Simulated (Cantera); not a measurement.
A closed system holds: 1 mol CS2, 0.0039 mol SO2, 0.19 mol N2, at 1023.15 K.

These are equilibrium values from Cantera (NASA tables, ideal gas, pure condensed phases), not measurements of a reactor. Candidate condensed phases: C, S; 35 gas species. Gases not in the tables: S3 to S7. Rates play no part.

### Question
At 7600 Pa, list the 5 most abundant gas species with their mole fractions, and the condensed phases.

### Answer
CS2 0.737, N2 0.158, S2 0.0977, CO 0.00504, COS 0.00146. Condensed: C(graphite).
